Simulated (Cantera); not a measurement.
A perfectly stirred reactor is fed with 38.7 % H2, 12.9 % O2, 48.4 % N2, equivalence ratio 1.5, at 15.0 bar; it is adiabatic with a 350 K inlet, and is followed from long to short residence time, starting on the burning branch (τ in s: 0.021, 0.012, 0.0069, 0.004, 0.0023, 0.0013, 0.00078, 0.00045, 0.00026, 0.00015, 8.7e-05, 5e-05, 2.9e-05).

Model: the H2/O2 subset of GRI-Mech 3.0, which has no nitrogen chemistry, integrated in Cantera. The hydrogen kinetics of GRI-Mech 3.0 are dated; newer H2 mechanisms differ, most at raised pressure. The pressure lies above the range GRI-Mech 3.0 was tuned for (to about 10 atm).

x: mole fraction; the columns are a selection and need not sum to one.

```
τ (s)    T (K)   x H2      x O2       x O      x OH  x H2O      x H    x HO2
-------  -----  -----  --------  --------  --------  -----  -------  -------
0.021     2300  0.148   2.01e-5   1.88e-6  0.000358  0.295  0.00112  1.73e-8
0.012     2299  0.148   3.20e-5   2.22e-6       [?]  0.295  0.00121  2.79e-8
0.0069    2298  0.148   4.95e-5   2.80e-6       [?]  0.295  0.00135  4.63e-8
0.0040    2296  0.148   7.40e-5   3.79e-6       [?]  0.295  0.00156  7.83e-8
0.0023    2293  0.148  0.000108   5.49e-6       [?]  0.295  0.00188  1.36e-7
0.0013    2289  0.148  0.000157   8.49e-6       [?]  0.294  0.00232  2.43e-7
0.00078   2284  0.148  0.000215   1.29e-5       [?]  0.294  0.00286  4.11e-7
0.00045   2277  0.147  0.000302   2.07e-5       [?]  0.293  0.00362  7.24e-7
0.00026   2268  0.147  0.000421   3.33e-5       [?]  0.293  0.00460  1.26e-6
0.00015   2257  0.147  0.000589   5.37e-5       [?]  0.292  0.00584  2.16e-6
8.7e-5    2242  0.147  0.000823   8.57e-5       [?]  0.290  0.00740  3.59e-6
5.0e-5    2222  0.146   0.00116  0.000137       [?]  0.289  0.00937  5.86e-6
2.9e-5    2198  0.146   0.00163  0.000214       [?]  0.286   0.0118  9.27e-6
```

Problem. What belongs in the gaps?

Solution. 
- 0.012, x OH: 0.000388
- 0.0069, x OH: 0.000433
- 0.0040, x OH: 0.000500
- 0.0023, x OH: 0.000597
- 0.0013, x OH: 0.000736
- 0.00078, x OH: 0.000901
- 0.00045, x OH: 0.00113
- 0.00026, x OH: 0.00141
- 0.00015, x OH: 0.00177
- 8.7e-5, x OH: 0.00219
- 5.0e-5, x OH: 0.00270
- 2.9e-5, x OH: 0.00327
